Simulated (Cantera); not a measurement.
A closed system holds: 1 mol SiH₂Cl₂, 9.3 mol NO, held at 0.0150 bar.

Equilibrium computed with Cantera from the NASA thermochemical tables; the gas is ideal and each condensed phase is pure. Candidate condensed phases: H₂O, NH₄Cl, Si, SiO₂, Si₂N₂O, Si₃N₄; 47 gas species. The tables hold silica as quartz up to 1696 K and as liquid above; real silica turns to tridymite and cristobalite and melts near 1996 K. Kinetics and transport are ignored.

Task: Which condensed phases are stable at each of these points (T (K)): 1148, 1223, 1298, 1373, 1448, 1523, 1598, 1673, 1748, 1823, 1898, 1973, 2048, 2123?

Result: 
```json
[
 {"T (K)": "1148", "condensed phases": "SiO₂(β-quartz)", "Si condensed (%)": "100.0"},
 {"T (K)": "1223", "condensed phases": "SiO₂(β-quartz)", "Si condensed (%)": "100.0"},
 {"T (K)": "1298", "condensed phases": "SiO₂(β-quartz)", "Si condensed (%)": "100.0"},
 {"T (K)": "1373", "condensed phases": "SiO₂(β-quartz)", "Si condensed (%)": "100.0"},
 {"T (K)": "1448", "condensed phases": "SiO₂(β-quartz)", "Si condensed (%)": "100.0"},
 {"T (K)": "1523", "condensed phases": "SiO₂(β-quartz)", "Si condensed (%)": "100.0"},
 {"T (K)": "1598", "condensed phases": "SiO₂(β-quartz)", "Si condensed (%)": "100.0"},
 {"T (K)": "1673", "condensed phases": "SiO₂(β-quartz)", "Si condensed (%)": "100.0"},
 {"T (K)": "1748", "condensed phases": "SiO₂(condensed)", "Si condensed (%)": "100.0"},
 {"T (K)": "1823", "condensed phases": "SiO₂(condensed)", "Si condensed (%)": "100.0"},
 {"T (K)": "1898", "condensed phases": "SiO₂(condensed)", "Si condensed (%)": "100.0"},
 {"T (K)": "1973", "condensed phases": "SiO₂(condensed)", "Si condensed (%)": "100.0"},
 {"T (K)": "2048", "condensed phases": "SiO₂(l)", "Si condensed (%)": "99.9"},
 {"T (K)": "2123", "condensed phases": "SiO₂(l)", "Si condensed (%)": "99.6"}
]
```

From 1148 K to 1673 K the condensed part is SiO₂(β-quartz). From 1748 K to 1973 K the condensed part is SiO₂(condensed). From 2048 K to 2123 K the condensed part is SiO₂(l).
